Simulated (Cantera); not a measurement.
A closed system holds: 1 mol SiHCl₃, 0.58 mol CH₄, 30 mol H₂, equilibrated at 2127 °C and 8.20 mbar.

These are equilibrium values from Cantera (NASA tables, ideal gas, pure condensed phases), not measurements of a reactor. Candidate condensed phases: C, C₆H₆, C₇H₈, C₈H₁₈, Si, SiC; 109 gas species. The tables' values for SiCl are old estimates; treat these amounts as uncertain. Gases not in the tables: Si₂H₆ and higher silanes. The numbers say what is thermodynamically allowed, not how fast it happens.

Base state: H₂ 0.740, H 0.151, HCl 0.0686, Si 0.0200, Cl 0.00999, C₂H₂ (acetylene) 0.00420, SiC₂ 0.00313, SiCl 0.000859 (mole fractions); condensed: gas only.

Problem. What changes in the equilibrium state with this change: temperature from 2127 °C to 2277 °C?

Solution. 
| species | before | after |
|---|---|---|
| H₂ | 0.740 | 0.624 |
| H | 0.151 | 0.272 |
| HCl | 0.0686 | 0.0569 |
| Cl | 0.00999 | 0.0174 |
| Si | 0.0200 | 0.0206 |
| C | 4.37e-6 | 2.75e-5 |
| C₃ | 8.79e-6 | 4.28e-5 |
